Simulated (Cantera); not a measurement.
Gas mixture: 55.8 % NO, 44.2 % N₂, at 0.000330 bar, frozen composition.

Cantera's kinetic-theory transport with the Lennard-Jones parameters of GRI-Mech 3.0, ideal gas; thermal conductivity in the multicomponent form. The composition is frozen, though it would react at the higher temperatures.

One state of this run: ρ (kg/m³) = 0.000116; cp (J/kg/K) = 1148; μ (µPa s) = 42.3; λ (mW/m/K) = 68.8; Pr = 0.707; D (cm²/s) CO₂ = 3950; D (cm²/s) NH₃ = 5990; D (cm²/s) O = 7610. D: mixture-averaged diffusion coefficient of that species in the mixture.

Question: Which value of T (K) does it belong to?
(A) 800
(B) 1000
(C) 400
(D) 1200

Answer: B, 1000
